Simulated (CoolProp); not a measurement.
R227EA along the isotherm 236.3 K: fugacity coefficient from the reference equation and from simpler models built on Tc = 374.9 K, pc = 2.925 MPa, ω = 0.358; each cubic takes its own stable root.

Values from CoolProp's reference Helmholtz-energy equation of state, Lemmon 2016.

```tsv
p (MPa)	phase	reference
0.0231	gas	0.9854
0.0349	gas	0.9779
0.0526	liquid	0.7066
0.0794	liquid	0.4688
0.12	liquid	0.3108
0.181	liquid	0.2068
0.273	liquid	0.1378
0.411	liquid	0.09219
0.62	liquid	0.06180
0.936	liquid	0.04163
1.41	liquid	0.02835
2.13	liquid	0.01950
3.21	liquid	0.01371
4.85	liquid	0.009901
7.31	liquid	0.007486
```

### Question
How far does each simpler model (van der Waals, Redlich-Kwong, Soave-Redlich-Kwong) lie from the reference over these 15 states: mean and median of the absolute difference, and the worst?

### Answer
- van der Waals: mean 496.3 %, median 703.7 %, worst +916.2 % at 236.3 K and 7.31 MPa
- Redlich-Kwong: mean 125.2 %, median 154.6 %, worst +167.0 % at 236.3 K and 7.31 MPa
- Soave-Redlich-Kwong: mean 0.7 %, median 0.3 %, worst +3.2 % at 236.3 K and 7.31 MPa

At some of these states van der Waals, Redlich-Kwong gives the other phase, because its saturation line lies elsewhere.
